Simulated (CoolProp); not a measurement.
Values from CoolProp's reference Helmholtz-energy equation of state, Thol 2016.

For hexamethyldisiloxane (MM), give the phase and the Z, cv (kJ/(kg K)), isothermal compressibility (1/MPa) at 282.6 K and 0.036 MPa; 502.2 K and 9.41 MPa.


- 282.6 K and 0.036 MPa: liquid; Z 0.00321, cv 1.51, isothermal compressibility 0.00184
- 502.2 K and 9.41 MPa: liquid; Z 0.654, cv 2.03, isothermal compressibility 0.0114
